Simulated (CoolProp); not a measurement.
Properties of R115 along the isotherm 131.05 °C.

The numbers come from the reference Helmholtz-energy equation of state, Lemmon 2016 in CoolProp.

```
p (MPa)          phase  density (kg/m³)  cv (kJ/(kg K))  speed of sound (m/s)
-------  -------------  ---------------  --------------  --------------------
0.313              gas            14.69          0.7888                 149.7
0.626              gas            30.05          0.7910                 146.9
0.939              gas            46.15          0.7934                 144.1
1.25               gas            62.96          0.7959                 141.1
1.56               gas            80.65          0.7986                 138.0
1.88               gas           100.00          0.8016                 134.8
2.19               gas            120.0          0.8048                 131.6
2.5                gas            141.3          0.8081                 128.4
2.82               gas            164.9          0.8118                 125.0
3.13     supercritical            189.7          0.8156                 121.8
3.44     supercritical            216.5          0.8197                 118.6
3.76     supercritical            246.6          0.8241                 115.6
4.07     supercritical            278.3          0.8285                 113.0
4.38     supercritical            312.8          0.8331                 110.8
4.69     supercritical            350.0          0.8375                 109.3
```
